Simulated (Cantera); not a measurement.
Reactions in the system F-H-K-N

Standard-state values (1 bar) from the NASA 1993 polynomials, evaluated with Cantera. Values are per mole of reaction as written; species without (g) are pure solids or liquids, kept so even where they would boil at 1 bar.

N(g) + 3 K + 6 HF(g) ⇌ 3 KHF2 + NH3(g)

| T (K) | ΔH° (kJ) | ΔS° (J/K) | ΔG° (kJ) | log10 K |
|---|---|---|---|---|
| 748 | -1610.5 | -762.1 | -1040.5 | 72.66 |
| 798 | -1606.7 | -757.1 | -1002.5 | 65.62 |
| 848 | -1602.8 | -752.4 | -964.7 | 59.42 |
| 898 | -1598.9 | -748.0 | -927.2 | 53.93 |
| 948 | -1595.1 | -743.8 | -889.9 | 49.03 |
| 998 | -1591.2 | -739.9 | -852.8 | 44.64 |
| 1048 | -1587.5 | -736.2 | -815.9 | 40.67 |
